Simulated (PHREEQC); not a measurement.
A solution holds 0.61 mol/kgw HF, 0.00089 mol/kgw CsF, 0.0091 mol/kgw (NH4)2SiF6 and 0.0003 mol/kgw H3PO4, at 20 °C. Closed to the air; pH follows from the charge balance.

Model: ion-association model, wateq4f.dat, run in PHREEQC.

```
Quantity                   Result
-----------------  --------------
pH                           1.74
ionic strength     0.0493 mol/kgw
activity of water           0.992
total alkalinity      -647 meq/kg
```

```tsv
species	molality	activity	log γ
HF	0.234	0.237	0.005
H2F2	0.172	0.174	0.005
H+	0.0211	0.0181	-0.068
NH4+	0.0182	0.0150	-0.084
F-	0.0117	0.00954	-0.090
HF2-	0.0102	0.00831	-0.090
SiF6-2	0.00910	0.00426	-0.329
Cs+	0.000890	0.000733	-0.084
H3PO4	0.000202	0.000204	0.005
H2PO4-	9.81e-5	8.15e-5	-0.081
```

Precipitation was switched off in this run. wateq4f.dat counts part of the HF as a dimer, H2F2, which phreeqc.dat doesn't know; its constant is uncertain. H3PO4, which wateq4f.dat lacks, is added to it with the constant of phreeqc.dat. SiF6-2 is the database's only silicon fluoride.
